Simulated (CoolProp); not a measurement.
Properties of acetone along the isobar 29 bar (Tc = 508.1 K, pc = 46.92 bar, ω = 0.307).

Values from CoolProp's reference Helmholtz-energy equation of state, Lemmon 2006. It is a short technical equation, of lower accuracy than the large ones.

| T (K) | phase | cv (kJ/(kg K)) | isothermal compressibility (1/MPa) |
|---|---|---|---|
| 187 | liquid | 1.430 | 0.0005144 |
| 198.9 | liquid | (withheld) | 0.0005615 |
| 210.8 | liquid | 1.449 | 0.0006136 |
| 222.6 | liquid | 1.458 | 0.0006709 |
| 234.5 | liquid | 1.468 | 0.0007354 |
| 246.4 | liquid | 1.480 | 0.0008075 |
| 258.3 | liquid | (withheld) | 0.0008886 |
| 270.1 | liquid | 1.508 | (withheld) |
| 282 | liquid | 1.525 | 0.001084 |
| 293.9 | liquid | 1.543 | 0.001203 |
| 305.7 | liquid | 1.562 | 0.001340 |
| 317.6 | liquid | (withheld) | 0.001500 |
| 329.5 | liquid | (withheld) | (withheld) |
| 341.4 | liquid | 1.629 | 0.001909 |
| 353.2 | liquid | (withheld) | 0.002172 |
| 365.1 | liquid | (withheld) | 0.002495 |

Question: Some entries are withheld; supply them.

Answer: 
- 198.9, cv (kJ/(kg K)): 1.440
- 258.3, cv (kJ/(kg K)): 1.493
- 270.1, isothermal compressibility (1/MPa): 0.0009796
- 317.6, cv (kJ/(kg K)): 1.583
- 329.5, cv (kJ/(kg K)): 1.606
- 329.5, isothermal compressibility (1/MPa): 0.001687
- 353.2, cv (kJ/(kg K)): 1.653
- 365.1, cv (kJ/(kg K)): 1.678
